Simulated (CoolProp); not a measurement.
Aqueous magnesium chloride as a coolant, 14 % by mass, freezing at -14.9 °C, 1 atm.

Values from CoolProp's Melinder's fits for secondary coolants.

| T (°C) | Prandtl number | density (kg/m³) | viscosity (mPa s) | cp (kJ/(kg K)) |
|---|---|---|---|---|
| -12.4 | 35.8 | 1128 | 5.48 | ? |
| -8.3 | 30.2 | 1127 | ? | 3.331 |
| -4.2 | 25.8 | 1126 | 4.03 | ? |
| -0.2 | 22.2 | 1125 | 3.51 | 3.350 |
| 3.9 | 19.2 | 1124 | 3.07 | 3.360 |
| 8 | 16.7 | 1123 | 2.69 | 3.369 |
| 12.1 | 14.6 | 1122 | 2.38 | 3.378 |
| 16.1 | 12.8 | 1121 | 2.11 | 3.387 |
| 20.2 | 11.2 | 1119 | 1.87 | 3.396 |
| 24.3 | 9.86 | 1117 | 1.66 | 3.404 |
| 28.3 | 8.69 | 1116 | 1.48 | 3.413 |
| 32.4 | 7.62 | 1114 | 1.31 | 3.422 |
| 36.5 | 6.66 | 1112 | ? | 3.430 |

Question: Complete the blanks.

Answer: 
- -12.4, cp (kJ/(kg K)): 3.321
- -8.3, viscosity (mPa s): 4.68
- -4.2, cp (kJ/(kg K)): 3.341
- 36.5, viscosity (mPa s): 1.15
